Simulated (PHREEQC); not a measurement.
A solution holds 0.0013 mol/kgw NH4Cl, 0.018 mol/kgw Na2SO4 and 0.0027 mol/kgw KCl, at 25 °C. Closed to the air; pH follows from the charge balance.

Model: ion-association model, wateq4f.dat, run in PHREEQC.

```json
[
 {"quantity": "pH", "before": "6.28", "after": "6.60"},
 {"quantity": "ionic strength (mol/kgw)", "before": "0.0549", "after": "0.00575"},
 {"quantity": "SO4-2 (mol/kgw)", "before": "0.0165", "after": "0.00177"},
 {"quantity": "NaSO4- (mol/kgw)", "before": "0.00128", "after": "2.31e-5"},
 {"quantity": "NH4+ (mol/kgw)", "before": "0.00119", "after": "0.000128"},
 {"quantity": "SI of Mirabilite (Na2SO4:10H2O)", "before": "-4.11", "after": "-6.74"},
 {"quantity": "SI of Halite (NaCl)", "before": "-5.62", "after": "-7.50"}
]
```

### Question
Which change was made?
A) diluted 10-fold with water
B) Na2SO4 from 0.018 to 0.036 mol/kgw
C) 0.011 mol/kgw HF added
D) temperature from 25 to 65 °C
E) KCl left out

### Answer
A, diluted 10-fold with water

No solid was allowed to form.
